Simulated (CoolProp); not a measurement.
The fluid at 482.61 K and 0.719 MPa flows at 5.6 m/s in a round tube of 20 mm bore and 0.25 µm roughness, fully developed (64/Re and Nu = 3.66 if laminar; Colebrook and Gnielinski if turbulent). The same conditions are run with several fluids, on thermodynamics alone (safety and materials aside).

Computed with CoolProp (reference Helmholtz-energy equation of state of each fluid (R152A: Outcalt 1996; methane: Setzmann 1991; ethanol: Schroeder 2014; R11: Jacobsen 1992; c-C4F8 (RC318): Platzer 1990)). The equations of Platzer and Polt are older, rougher fits.

Q: Rank R152A, methane, ethanol, R11, c-C4F8 (RC318) by Reynolds number, highest first.

A: c-C4F8 (RC318) (222000), R11 (174000), R152A (76500), ethanol (67900), methane (19400)

```
fluid           Darcy friction factor  pressure drop (Pa/m)  heat-transfer coefficient (W/(m² K))  mass flow (kg/h)
--------------  ---------------------  --------------------  ------------------------------------  ----------------
R152A                          0.0191                   182                                   256              77.0
methane                        0.0261                  58.8                                   165              18.2
ethanol                        0.0196                   133                                   277              55.0
R11                            0.0162                   329                                   230               165
c-C4F8 (RC318)                 0.0154                   451                                   456               236
```

Transport values come from each fluid's own correlations; those of R152A, R11, c-C4F8 (RC318) are estimates that may be off by 10 % or more.
